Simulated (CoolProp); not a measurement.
A single-stage vapour-compression cycle with the fluid: evaporating at 235.15 K (dew point), condensing at 274.15 K (bubble point), superheat 0 K, subcooling 0 K, compressor efficiency 0.85, no pressure losses. The same conditions are run with several fluids, on thermodynamics alone (safety and materials aside).

The numbers come from the reference Helmholtz-energy equation of state of each fluid (nitrous oxide: Lemmon 2006; R22: Kamei 1995; carbon dioxide: Span 1996; R125: Lemmon 2005; R507A: Lemmon 2003; R143a: Lemmon and Jacobsen 2000) in CoolProp. Blends and air are pseudo-pure fits.

```
fluid           cooling COP  pressure ratio  discharge temperature (K)  refrigerating effect (kJ/kg)  volumetric capacity (kJ/m³)
--------------  -----------  --------------  -------------------------  ----------------------------  ---------------------------
nitrous oxide             …               …                      318.2                           230                         5990
R22                    4.40            4.46                      310.3                           188                          998
carbon dioxide            …            3.31                      324.1                           233                            …
R125                      …            4.27                      281.8                           112                         1180
R507A                  4.20               …                      286.1                           140                         1140
R143a                  4.26            4.15                      289.3                           165                         1160
```

Q: Complete the blanks.

A: 
- nitrous oxide, cooling COP: 3.88
- nitrous oxide, pressure ratio: 3.18
- carbon dioxide, cooling COP: 3.76
- carbon dioxide, volumetric capacity (kJ/m³): 6550
- R125, cooling COP: 4.12
- R507A, pressure ratio: 4.25
